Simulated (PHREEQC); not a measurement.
A PHREEQC input (ion-association model, phreeqc.dat):

```
SOLUTION 1
  temp 5
  units mg/L
  pH 8.21
  pe 12.5
  Na 4130
  K 402
  Ca 104
  Mg 487
  Cl 7930 charge
  Li 0.1 charge
  S(6) 360 as SO4
  Alkalinity 0.108 as HCO3
  O(0) 4.26
END
USE solution 1
EQUILIBRIUM_PHASES 1
  Quartz 0 0.5
  CO2(g) -3.4 10
END
```

It stops with these messages:

```
ERROR: Charge balance specified for more than one species.
ERROR: Program terminating due to input errors.
```

The fault: two constituents marked charge. The line should read `Cl 7930` where the input has `Cl 7930 charge / Li 0.1 charge`. With the mend the run ends at pH 5.62 and ionic strength 0.259 mol/kgw.
